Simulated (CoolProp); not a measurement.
Properties of ethylene along the isotherm 299.5 K (Tc = 282.4 K, pc = 50.42 bar, ω = 0.087).

Values from CoolProp's reference Helmholtz-energy equation of state, Smukala 2000.

```
p (bar)          phase  density (kg/m³)  cp (kJ/(kg K))  speed of sound (m/s)  expansivity (1/kK)  fugacity coefficient
-------  -------------  ---------------  --------------  --------------------  ------------------  --------------------
28                 gas            38.25           1.976                 296.1               6.071                0.8480
56       supercritical              [?]           4.245                 253.5               19.94                0.6998
84       supercritical              [?]           5.682                 343.7               20.80                0.5518
112      supercritical              [?]           3.778                 469.8               9.449                0.4568
140      supercritical            366.5           3.264                 553.5               6.643                0.3995
168      supercritical            384.1           3.012                 618.5               5.320                0.3621
196      supercritical            397.7           2.859                 672.7               4.529                0.3364
224      supercritical            408.8           2.753                 719.6               3.995                0.3183
252      supercritical            418.4           2.676                 761.3               3.605                   [?]
```

### Question
Fill in the missing entries.

### Answer

- 56, density (kg/m³): 110.7
- 84, density (kg/m³): 290.0
- 112, density (kg/m³): 341.0
- 252, fugacity coefficient: 0.3053

The peak of cp marks the crossing from liquid-like to gas-like fluid above the critical point.
